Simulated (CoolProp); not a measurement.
Computed with CoolProp (reference Helmholtz-energy equation of state, Fiedler 2023).

Question: Give the vapour pressure (bar), liquid density (kg/m³), vapour density (kg/m³), enthalpy of vaporisation (kJ/kg) of saturated tetrahydrofuran at 42.95, 76.25 °C.

Answer: 
| T (°C) | p (bar) | liquid density (kg/m³) | vapour density (kg/m³) | enthalpy of vaporisation (kJ/kg) |
|---|---|---|---|---|
| 42.95 | 0.451 | 862 | 1.26 | 433 |
| 76.25 | 1.40 | 824 | 3.60 | 409 |
